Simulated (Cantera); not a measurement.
A diamond (100) surface in a fixed gas of H2 with x(CH4) = 0.0034, x(H) = 0.036, x(CH3) = 0.00055, at 1000 K; coverages are run to steady state.

Detailed kinetics in Cantera: the Harris–Goodwin 1993 mechanism for the reconstructed diamond (100) surface.

θ: site fractions in the mechanism's names (c6HH fully hydrogenated, c6H* and c6*H radical sites, c6** diradical, c6HM methylated).

```tsv
P (Pa)	growth (µm/h)	θ c6HH	θ c6H*	θ c6*H	θ c6**	θ c6HM
470	…	0.590	0.0182	0.371	0.00968	0.00783
760	…	0.590	0.0182	0.371	0.00969	0.00799
1200	…	0.590	0.0182	0.371	0.00969	0.00809
2000	…	0.590	0.0183	0.371	0.00970	0.00816
3300	…	0.590	0.0184	0.371	0.00971	0.00821
5500	…	0.590	0.0185	0.371	0.00973	0.00824
8900	…	0.590	0.0188	0.370	0.00977	0.00826
15000	…	0.590	0.0192	0.370	0.00983	0.00829
```

What belongs in the gaps?


- 470, growth (µm/h): 1.29
- 760, growth (µm/h): 2.13
- 1200, growth (µm/h): 3.40
- 2000, growth (µm/h): 5.71
- 3300, growth (µm/h): 9.48
- 5500, growth (µm/h): 15.9
- 8900, growth (µm/h): 25.8
- 15000, growth (µm/h): 43.6
